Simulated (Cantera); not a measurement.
Feed: 1 mol PbS, 160 mol H₂, equilibrated at 1225 °C and 3.00 mbar.

Cantera equilibrium calculation (NASA polynomials, part measured and part estimated; ideal gas, pure solids and liquids). Candidate condensed phases: Pb, PbS, S; 10 gas species. The numbers say what is thermodynamically allowed, not how fast it happens.

Problem. What is the equilibrium state?

Solution. 
```json
{
 "x(H₂)": "0.989",
 "x(Pb)": "0.00494",
 "x(H₂S)": "0.00386",
 "x(PbS)": "0.00127",
 "x(S₂)": "0.000377",
 "x(H)": "0.000312",
 "x(SH)": "0.000310",
 "x(S)": "1.41e-5",
 "gas_amount": "161.1 mol",
 "log10 activity of Pb(l) (absent)": "-3.21",
 "log10 activity of S(l) (absent)": "-4.18"
}
```
